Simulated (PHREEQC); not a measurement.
A column of 0.2 m (40 cells, dispersivity 0.007 m, 720 s a shift, diffusion coefficient 3e-10 m²/s) holds 0.0021 eq of the database's cation exchanger X per kg of pore water, first in equilibrium with 0.038 mol LiCl and 1e-05 mol HCl per kg of water. It is flushed with 0.0011 mol/kgw Na2SO4, 0.0011 mol/kgw MgCl2 and 1e-05 mol/kgw HCl, at 25 °C. Values are for the last cell. CO2 from the air is kept out. No solid was allowed to form.

Equilibrium calculation in PHREEQC: ion-association model, phreeqc.dat.

```csv
pore volumes,Na in solution (mol/kgw),S in solution (mol/kgw),Mg in solution (mol/kgw),Li in solution (mol/kgw),Cl in solution (mol/kgw),NaX on the exchanger (mol/kgw),MgX2 on the exchanger (mol/kgw)
0,0,0,0,0.0380,0.0380,0,0
0.2125,0,0,0,0.0380,0.0380,0,0
0.3125,9.55e-10,1.71e-9,0,0.0380,0.0380,6.34e-11,0
0.4125,3.12e-7,3.97e-7,0,0.0380,0.0380,2.08e-8,0
0.6125,4.71e-5,4.38e-5,0,0.0366,0.0366,3.24e-6,0
0.8125,0.000340,0.000281,0,0.0291,0.0289,2.91e-5,0
0.9125,0.000570,0.000456,0,0.0235,0.0232,5.95e-5,0
1.012,0.000806,0.000628,0,0.0180,0.0176,0.000107,0
1.212,0.00124,0.000887,0,0.00968,0.00915,0.000280,0
1.413,0.00172,0.00102,0,0.00517,0.00486,0.000599,0
1.512,0.00203,0.00105,0,0.00384,0.00377,0.000815,0
1.613,0.00239,0.00107,0,0.00285,0.00311,0.00105,3.81e-13
1.812,0.00321,0.00109,2.31e-5,0.00141,0.00249,0.000586,0.000650
2.013,0.00233,0.00110,0.000921,0.000302,0.00229,8.35e-5,0.00100
2.112,0.00226,0.00110,0.00101,0.000152,0.00225,7.72e-5,0.00101
2.212,0.00223,0.00110,0.00106,7.76e-5,0.00223,7.46e-5,0.00101
2.413,0.00221,0.00110,0.00109,2.05e-5,0.00222,7.29e-5,0.00101
2.612,0.00220,0.00110,0.00110,5.42e-6,0.00221,7.25e-5,0.00101
2.712,0.00220,0.00110,0.00110,2.79e-6,0.00221,7.24e-5,0.00101
2.812,0.00220,0.00110,0.00110,1.43e-6,0.00221,7.24e-5,0.00101
3.013,0.00220,0.00110,0.00110,3.78e-7,0.00221,7.23e-5,0.00101
```
